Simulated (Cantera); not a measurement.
## Premixed flame

A freely propagating, adiabatic, planar premixed flame of H₂ : O₂ : N₂ = 1 : 0.417 : 2 (molar parts), equivalence ratio 1.2, unburnt at 350 K and 0.0987 atm; mixture-averaged transport, grid criteria slope 0.08 and curve 0.16, no radiation.

Cantera simulation using the H2/O2 subset of GRI-Mech 3.0, which has no nitrogen chemistry; the numbers are that mechanism's predictions, not measurements. Burning velocities carry a grid error of a few per cent, more on coarse grids.

| z (mm) | T (K) | u (m/s) | x H₂ | x O₂ | x HO₂ | x H₂O | x H | x H₂O₂ |
|---|---|---|---|---|---|---|---|---|
| -25.4 | 350 | 2.13 | 0.293 | 0.122 | <1e-8 | <1e-8 | <1e-8 | <1e-8 |
| -17.0 | 350 | 2.13 | 0.293 | 0.122 | <1e-8 | <1e-8 | <1e-8 | <1e-8 |
| -12.7 | 350 | 2.13 | 0.293 | 0.122 | <1e-8 | <1e-8 | <1e-8 | <1e-8 |
| -8.48 | 350 | 2.13 | 0.293 | 0.122 | <1e-8 | <1e-8 | <1e-8 | <1e-8 |
| -4.24 | 353 | 2.14 | 0.291 | 0.122 | 2.80e-5 | 4.86e-5 | 5.26e-6 | 1.29e-6 |
| -2.12 | 556 | 3.31 | 0.264 | 0.118 | 4.36e-5 | 0.0148 | 0.00518 | 1.71e-5 |
| 0 | 996 | 5.75 | 0.150 | 0.0790 | 1.13e-5 | 0.101 | 0.0490 | 2.84e-7 |
| 2.12 | 1264 | 7.22 | 0.0612 | 0.0241 | 3.04e-6 | 0.202 | 0.0785 | 4.18e-7 |
| 4.24 | 1372 | 7.79 | 0.0525 | 0.0157 | 1.75e-6 | 0.218 | 0.0742 | 4.08e-7 |
| 8.48 | 1492 | 8.40 | 0.0550 | 0.0132 | 1.26e-6 | 0.224 | 0.0625 | 3.18e-7 |
| 17.0 | 1622 | 9.06 | 0.0574 | 0.0108 | 8.97e-7 | 0.230 | 0.0495 | 1.91e-7 |
| 33.9 | 1754 | 9.70 | 0.0583 | 0.00825 | 6.11e-7 | 0.239 | 0.0371 | 1.00e-7 |
| 67.8 | 1877 | 10.3 | 0.0579 | 0.00573 | 4.00e-7 | 0.248 | 0.0263 | 5.25e-8 |
x: mole fraction of selected species; z is measured from the peak of heat release.

```
Item                        Result
------------------------  --------
laminar burning velocity  213 cm/s
thermal thickness          8.48 mm
peak x(HO₂)                8.71e-5
peak x(H)                   0.0787
peak x(H₂O₂)               2.30e-5
grid points                    129
```
